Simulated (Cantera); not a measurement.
# Catalytic stagnation flow on Pt

A jet of CH₄ : O₂ : N₂ = 0.045 : 0.064 : 0.79 (molar parts), equivalence ratio 1.4 at 300 K and 97.5 Torr hits a platinum plate 8.5 cm away at a mass flux of 0.059 kg/m²/s; the plate temperature is set and raised in steps from an oxygen-covered start.

Model: Deutschmann's 1995 Pt surface mechanism with GRI-Mech 3.0 gas chemistry, integrated in Cantera. Catalytic surfaces can have several steady states; this one follows from the mechanism file's or the stated starting coverage.

```json
[
 {"plate T (K)": "950", "wall x CH₄": "0.00398", "wall x O₂": "0.00155", "wall x H₂O": "0.0774", "wall x OH": "<1e-8", "wall x CO": "0.0477", "wall x CO₂": "0.000734", "θ free Pt": "0.594", "θ H*": "0.00156", "θ CO*": "0.297", "θ C*": "0.107"},
 {"plate T (K)": "1000", "wall x CH₄": "0.00247", "wall x O₂": "0.00103", "wall x H₂O": "0.0756", "wall x OH": "<1e-8", "wall x CO": "0.0480", "wall x CO₂": "0.00212", "θ free Pt": "0.751", "θ H*": "0.00180", "θ CO*": "0.211", "θ C*": "0.0357"},
 {"plate T (K)": "1050", "wall x CH₄": "0.00189", "wall x O₂": "0.000832", "wall x H₂O": "0.0731", "wall x OH": "<1e-8", "wall x CO": "0.0462", "wall x CO₂": "0.00502", "θ free Pt": "0.860", "θ H*": "0.00180", "θ CO*": "0.126", "θ C*": "0.0116"},
 {"plate T (K)": "1100", "wall x CH₄": "0.00165", "wall x O₂": "0.000757", "wall x H₂O": "0.0699", "wall x OH": "<1e-8", "wall x CO": "0.0429", "wall x CO₂": "0.00908", "θ free Pt": "0.925", "θ H*": "0.00173", "θ CO*": "0.0690", "θ C*": "0.00439"},
 {"plate T (K)": "1150", "wall x CH₄": "0.00156", "wall x O₂": "0.000737", "wall x H₂O": "0.0664", "wall x OH": "<1e-8", "wall x CO": "0.0390", "wall x CO₂": "0.0137", "θ free Pt": "0.960", "θ H*": "0.00164", "θ CO*": "0.0364", "θ C*": "0.00188"},
 {"plate T (K)": "1200", "wall x CH₄": "0.00156", "wall x O₂": "0.000754", "wall x H₂O": "0.0632", "wall x OH": "2.32e-8", "wall x CO": "0.0349", "wall x CO₂": "0.0183", "θ free Pt": "0.978", "θ H*": "0.00153", "θ CO*": "0.0192", "θ C*": "0.000889"},
 {"plate T (K)": "1250", "wall x CH₄": "0.00156", "wall x O₂": "0.000770", "wall x H₂O": "0.0595", "wall x OH": "5.45e-8", "wall x CO": "0.0308", "wall x CO₂": "0.0230", "θ free Pt": "0.988", "θ H*": "0.00142", "θ CO*": "0.0102", "θ C*": "0.000445"}
]
```
x: mole fraction at the wall; θ: surface coverage.
